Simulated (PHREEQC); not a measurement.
Solution (25 °C): 0.0074 mol/kgw NaH2PO4 and 0.0028 mol/kgw Na2B4O7. Closed to the air; pH follows from the charge balance.

The numbers come from PHREEQC with the ion-association model, phreeqc.dat.

| quantity | before | after |
|---|---|---|
| pH | 7.46 | 7.54 |
| NaHPO4- (mol/kgw) | 7.94e-5 | 4.17e-6 |
| H3PO4 (mol/kgw) | 9.00e-9 | 1.61e-9 |

What was changed between the two runs?
A) Na2B4O7 from 0.0028 to 0.00252 mol/kgw
B) temperature from 25 to 50 °C
C) diluted 5-fold with water
D) Na2B4O7 replaced by NH4BF4 at the same molality
E) Na2B4O7 left out

C, diluted 5-fold with water

Precipitation was switched off in this run.
